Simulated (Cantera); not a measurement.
Feed: 1 mol SiH2Cl2, 2.4 mol NO, 1.9 mol H2, at 83.0 mbar.

These are equilibrium values from Cantera (NASA tables, ideal gas, pure condensed phases), not measurements of a reactor. Candidate condensed phases: H2O, NH4Cl, Si, SiO2, Si2N2O, Si3N4; 47 gas species. Rates play no part.

### Question
At 848 K, list the 5 most abundant gas species with their mole fractions, and the condensed phases.

### Answer
HCl 0.392, H2 0.294, N2 0.235, H2O 0.0784, NH3 1.21e-5. Condensed: SiO2(β-quartz).
